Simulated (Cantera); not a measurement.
Charge: 1 mol AlN, 2.5 mol H₂, held at 1327 °C and 2.60e-5 bar.

Equilibrium computed with Cantera from the NASA thermochemical tables; the gas is ideal and each condensed phase is pure. Candidate condensed phases: Al, AlN; 13 gas species. The numbers say what is thermodynamically allowed, not how fast it happens.

Base state: H₂ 0.894, Al 0.0634, N₂ 0.0318, H 0.0101, AlH 0.000256 (mole fractions); condensed: AlN(s).

Question: What changes in the equilibrium state with this change: temperature from 1327 °C to 2302 °C?

Answer: 
```
species        before    after
-----------  --------  -------
H              0.0101    0.754
Al             0.0634    0.156
N₂             0.0318   0.0779
H₂              0.894   0.0123
N               <1e-9  3.14e-5
AlH          0.000256  9.25e-6
AlN(s), mol     0.823        0
```

Question: What changes in the equilibrium state with this change: AlN replaced by TiC?

Answer: 
| species | before | after |
|---|---|---|
| H₂ | 0.894 | 0.989 |
| H | 0.0101 | 0.0106 |
| Al | 0.0634 | 0 |
| N₂ | 0.0318 | 0 |
| AlH | 0.000256 | 0 |
| AlN(s), mol | 0.823 | 0 |
| TiC(s), mol | 0 | 1.00 |
TiC: taken at fixed stoichiometry. Further candidate phases: C, C₆H₆, C₇H₈, C₈H₁₈, Ti, TiC.
